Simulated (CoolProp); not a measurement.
The fluid at 401.62 K and 13.1 MPa (supercritical) is heated at constant pressure to 413.6 K. The same conditions are run with several fluids, on thermodynamics alone (safety and materials aside).

The numbers come from the reference Helmholtz-energy equation of state of each fluid (carbonyl sulfide: Lemmon 2006; cyclopropane: Polt 1992; R13: Platzer 1990; nitrous oxide: Lemmon 2006; R125: Lemmon 2005) in CoolProp. The equations of Platzer and Polt are older, rougher fits.

| fluid | heat (kJ/kg) | final density (kg/m³) |
|---|---|---|
| carbonyl sulfide | [?] | [?] |
| cyclopropane | 39.8 | [?] |
| R13 | [?] | [?] |
| nitrous oxide | [?] | [?] |
| R125 | 17.7 | [?] |

Some entries are withheld; supply them.


- carbonyl sulfide, heat (kJ/kg): 25.0
- carbonyl sulfide, final density (kg/m³): 600
- cyclopropane, final density (kg/m³): 442
- R13, heat (kJ/kg): 13.5
- R13, final density (kg/m³): 539
- nitrous oxide, heat (kJ/kg): 18.6
- nitrous oxide, final density (kg/m³): 218
- R125, final density (kg/m³): 736
